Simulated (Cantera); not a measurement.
Input: 1 mol SF6, 0.059 mol O2, 4.9 mol N2, held at 3075 °C and 1.50 bar.

Cantera equilibrium calculation (NASA polynomials, part measured and part estimated; ideal gas, pure solids and liquids). Candidate condensed phases: S; 35 gas species. Equilibrium is a limit: real reactors are often held back by kinetics, nucleation or transport.

Base state: F 0.501, N2 0.420, S 0.0477, SF 0.0119, S2 0.00858, SO 0.00754, O 0.00145, SF2 0.00102 (mole fractions); condensed: gas only.

### Question
What changes in the equilibrium state with this change: N2 from 4.9 to 13 mol?

### Answer
| species | before | after |
|---|---|---|
| N2 | 0.420 | 0.655 |
| F | 0.501 | 0.297 |
| S | 0.0477 | 0.0328 |
| SF | 0.0119 | 0.00486 |
| SF2 | 0.00102 | 0.000247 |
| F2 | 2.83e-5 | 9.96e-6 |
| S2O | 1.88e-5 | 6.89e-6 |
| SO2 | 0.000226 | 9.32e-5 |
| S2 | 0.00858 | 0.00407 |
